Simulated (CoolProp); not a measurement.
A closed Brayton cycle with nitrogen: compressor inlet 323.15 K and 4.6 MPa, high pressure 14.1 MPa, turbine inlet 825 K, compressor efficiency 0.89, turbine efficiency 0.93, recuperator effectiveness 0 (on enthalpy, no pinch check). Each further row changes one setting.

The numbers come from the reference Helmholtz-energy equation of state, Span 2000 in CoolProp.

```tsv
case	thermal efficiency (%)	net work (kJ/kg)	compressor to turbine work	compressor exit (K)	turbine exit (K)
as stated	19.9	81.3	0.64	461.9	624.7
turbine inlet 775 K	19.2	67.3	0.69	461.9	585.1
compressor inlet 333.15 K	19.5	76.5	0.66	476.0	624.7
high pressure 12 MPa	17.8	76.7	0.61	439.1	650.5
recuperator effectiveness 0.5	25.4	81.3	0.64	461.9	624.7
```
